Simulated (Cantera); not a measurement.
Ammonia decomposition in nitride growth gas

An isothermal, constant-pressure homogeneous reactor starts with NH3 : N2 : H2 = 1 : 7.9 : 0.81 (molar parts), at 1600 K and 0.138 atm.

Computed with Cantera and the gas-phase N/H chemistry of the illustrative SiF4/NH3 mechanism in the Surface Chemkin manual (1991). Walls and surfaces, which speed up NH3 decomposition in real reactors, are not modelled.

| t (s) | x NH3 | x N | x NH | x H | x N2H2 |
|---|---|---|---|---|---|
| 2.00e-6 | 0.103 | <1e-12 | <1e-12 | 1.19e-9 | <1e-12 |
| 7.29e-6 | 0.103 | <1e-12 | <1e-12 | 3.69e-9 | <1e-12 |
| 2.65e-5 | 0.103 | <1e-12 | <1e-12 | 1.05e-8 | <1e-12 |
| 9.67e-5 | 0.103 | <1e-12 | 1.36e-12 | 3.33e-8 | <1e-12 |
| 0.000352 | 0.103 | <1e-12 | 2.82e-11 | 1.17e-7 | 2.88e-12 |
| 0.00128 | 0.103 | <1e-12 | 4.31e-10 | 4.19e-7 | 5.21e-11 |
| 0.00468 | 0.103 | 5.08e-11 | 5.90e-9 | 1.52e-6 | 8.10e-10 |
| 0.0170 | 0.103 | 2.23e-9 | 7.42e-8 | 5.42e-6 | 1.33e-8 |
| 0.0620 | 0.103 | 2.58e-8 | 3.93e-7 | 1.28e-5 | 9.95e-8 |
| 0.226 | 0.102 | 2.89e-8 | 4.24e-7 | 1.35e-5 | 1.09e-7 |
| 0.823 | 0.0999 | 2.89e-8 | 4.19e-7 | 1.40e-5 | 1.05e-7 |
| 3.00 | 0.0921 | 2.87e-8 | 4.01e-7 | 1.58e-5 | 9.20e-8 |
x: mole fraction; the columns are a selection and need not sum to one.

Equilibrium at this temperature and pressure: NH3 5.73e-7, N 1.58e-12, NH 1.01e-11, H 6.79e-5, N2H2 <1e-12 (gas phase only).
